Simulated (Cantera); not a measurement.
What does this Cantera script print?

```python
import numpy as np
import cantera as ct

gas_names = """
    N F NF3 F2
""".split()
cond_names = """

""".split()


def load(file, names, dense=False):
    # The tables refer to 1 bar. Condensed volumes are neglected.
    table = {s.name: s for s in ct.Species.list_from_file(file)}
    out = []
    for n in names:
        d = dict(table[n].input_data)
        d["thermo"] = dict(d["thermo"], **{"reference-pressure": 1e5})
        if dense:
            d["equation-of-state"] = {"model": "constant-volume", "density": "1e6 g/cm^3"}
        out.append(ct.Species.from_dict(d))
    return out


species = {s.name: s for s in load("nasa_gas.yaml", gas_names) + load("nasa_condensed.yaml", cond_names)}
# Each term lists the table entries of one substance; the one whose range holds T is used.
reactions = {
    'N(g) + 3 F(g) = NF3(g)':
        [(-1, ['N']), (-3, ['F']), (1, ['NF3'])],
    '2 NF3(g) = 3 F2(g) + 2 N(g)':
        [(-2, ['NF3']), (3, ['F2']), (2, ['N'])],
}


def pick(names, T):
    return next(species[n] for n in names if species[n].thermo.min_temp <= T <= species[n].thermo.max_temp)


results = []
for label, terms in reactions.items():
    print(label)
    print("     T/K   dH/kJ  dS/(J/K)   dG/kJ   log10 K")
    for T in [2225, 2375, 2525, 2675, 2825, 2975]:
        used = [(nu, pick(names, T)) for nu, names in terms]
        dH = sum(nu * s.thermo.h(T) for nu, s in used) / 1e6
        dS = sum(nu * s.thermo.s(T) for nu, s in used) / 1e3
        dG = dH - T * dS / 1e3
        logK = -dG * 1e6 / (ct.gas_constant * T * np.log(10))
        results.append((label, T, dH, dS, dG, logK, [s.name for _, s in used]))
        print(f"{T:8g} {dH:8.1f} {dS:8.1f} {dG:8.1f} {logK:8.2f}")
```

Result:

```
N(g) + 3 F(g) = NF3(g)
     T/K   dH/kJ  dS/(J/K)   dG/kJ   log10 K
    2225   -852.4   -390.3     16.1    -0.38
    2375   -851.8   -390.1     74.6    -1.64
    2525   -851.2   -389.8    133.1    -2.75
    2675   -850.5   -389.6    191.6    -3.74
    2825   -849.8   -389.3    250.0    -4.62
    2975   -849.0   -389.1    308.4    -5.41
2 NF3(g) = 3 F2(g) + 2 N(g)
     T/K   dH/kJ  dS/(J/K)   dG/kJ   log10 K
    2225   1196.9    392.9    322.8    -7.58
    2375   1194.5    391.8    263.9    -5.80
    2525   1191.9    390.8    205.2    -4.25
    2675   1189.2    389.7    146.7    -2.86
    2825   1186.2    388.6     88.3    -1.63
    2975   1183.0    387.5     30.1    -0.53
```

Standard-state values (1 bar) from the NASA 1993 polynomials, evaluated with Cantera. Condensed species are held in their standard states even where they would react or evaporate.
